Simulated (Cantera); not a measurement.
An isothermal, constant-pressure homogeneous reactor starts with 99.2 % N2O, 0.833 % H2O, at 1475 K and 21.8 Torr.

Detailed kinetics in Cantera: GRI-Mech 3.0 (53 species, 325 reactions). GRI-Mech 3.0 was tuned for natural gas; its chemistry of N2O as a main component is partial and can be far from experiment. Radical loss at walls, strong at low pressure, is not modelled. The temperature is held fixed by assumption; the heat of reaction is taken as removed at once.

One state of this run: x N2O = 0.926; x H2O = 0.00810; x H2O2 = 1.33e-8; x O = 5.52e-5; x H2 = 3.05e-7; x O2 = 0.0168. x: mole fraction; the columns are a selection and need not sum to one.

Task: Which value of t (s) does it belong to?
A. 0.380
B. 0.000100
C. 0.0111
D. 0.0360

Result: D, 0.0360
